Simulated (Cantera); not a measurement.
Input (Python, Cantera) and output of one run.

```python
import numpy as np
import cantera as ct

gas_names = [...]  # 114 gases of nasa_gas.yaml made of C, Fe, H, O
cond_names = """
    C(gr) C6H6(L) C7H8(L) C8H18(L),n-octa Fe(a) Fe(c) Fe(d) Fe(L) FeC5O5(L) FeO(s) FeO(L) Fe(OH)2(s)
    Fe(OH)3(s) Fe2O3(s) Fe3O4(s) H2O(s) H2O(L)
""".split()


# ... load() reads the species with a 1 bar reference pressure and builds the phases ...
atoms = {
    'Fe(CO)5': {'Fe': 1, 'C': 5, 'O': 5},
    'H2': {'H': 2},
}
top_T = {'C(gr)': 4500, 'Fe2O3(s)': 1830, 'Fe3O4(s)': 1870}  # K; cautious upper limits of use, not melting points


# ... equilibrate(T, P, feed) seeds the gas with the atoms and calls Mixture.equilibrate('TP', solver="vcs", rtol=1e-11, max_steps=5000) ...
results = []
feed = {'Fe(CO)5': 1, 'H2': 94}  # mol
P = 100000  # Pa
for T in [1048, 1098, 1148, 1198, 1248, 1298, 1348, 1398, 1448, 1498, 1548, 1598]:
    mix = equilibrate(T, P, feed)
    results.append((T, P, feed, dict(zip(mix.species_names, mix.species_moles))))
    x = sorted(zip(gas.X, gas.species_names), reverse=True)
    print(f"T = {T:g} K  P = {P:g} Pa  gas = {mix.phase_moles(0):.4g} mol")
    print("   x: " + "  ".join(f"{s} {v:.3e}" for v, s in x if v > 0.0001))
    print("   condensed (mol): " + ("  ".join(f"{mix.phase(i).name} {mix.phase_moles(i):.4g}"
          for i in range(1, mix.n_phases) if mix.phase_moles(i) > 1e-12) or "none"))
```

Result:

```
T = 1048 K  P = 100000 Pa  gas = 95.63 mol
   x: H2 9.308e-01  CO 3.391e-02  CH4 1.765e-02  H2O 1.692e-02  CO2 7.313e-04
   condensed (mol): Fe(a) 1
T = 1098 K  P = 100000 Pa  gas = 96.91 mol
   x: H2 9.380e-01  CO 4.035e-02  CH4 1.080e-02  H2O 1.036e-02  CO2 4.426e-04
   condensed (mol): Fe(a) 1
T = 1148 K  P = 100000 Pa  gas = 97.7 mol
   x: H2 9.424e-01  CO 4.428e-02  CH4 6.639e-03  H2O 6.386e-03  CO2 2.539e-04
   condensed (mol): Fe(a) 1
T = 1198 K  P = 100000 Pa  gas = 98.18 mol
   x: H2 9.451e-01  CO 4.661e-02  CH4 4.166e-03  H2O 4.021e-03  CO2 1.452e-04
   condensed (mol): Fe(c) 1
T = 1248 K  P = 100000 Pa  gas = 98.47 mol
   x: H2 9.466e-01  CO 4.801e-02  CH4 2.685e-03  H2O 2.600e-03
   condensed (mol): Fe(c) 1
T = 1298 K  P = 100000 Pa  gas = 98.65 mol
   x: H2 9.476e-01  CO 4.885e-02  CH4 1.780e-03  H2O 1.729e-03
   condensed (mol): Fe(c) 1
T = 1348 K  P = 100000 Pa  gas = 98.76 mol
   x: H2 9.482e-01  CO 4.938e-02  CH4 1.213e-03  H2O 1.182e-03
   condensed (mol): Fe(c) 1
T = 1398 K  P = 100000 Pa  gas = 98.83 mol
   x: H2 9.486e-01  CO 4.972e-02  CH4 8.477e-04  H2O 8.281e-04
   condensed (mol): Fe(c) 1
T = 1448 K  P = 100000 Pa  gas = 98.88 mol
   x: H2 9.488e-01  CO 4.995e-02  CH4 6.069e-04  H2O 5.943e-04
   condensed (mol): Fe(c) 1
T = 1498 K  P = 100000 Pa  gas = 98.91 mol
   x: H2 9.490e-01  CO 5.010e-02  CH4 4.440e-04  H2O 4.360e-04
   condensed (mol): Fe(c) 1
T = 1548 K  P = 100000 Pa  gas = 98.94 mol
   x: H2 9.491e-01  CO 5.020e-02  CH4 3.313e-04  H2O 3.264e-04
   condensed (mol): Fe(c) 1
T = 1598 K  P = 100000 Pa  gas = 98.95 mol
   x: H2 9.492e-01  CO 5.027e-02  CH4 2.516e-04  H2O 2.491e-04
   condensed (mol): Fe(c) 0.9999
```

Cantera equilibrium calculation (NASA polynomials, part measured and part estimated; ideal gas, pure solids and liquids).
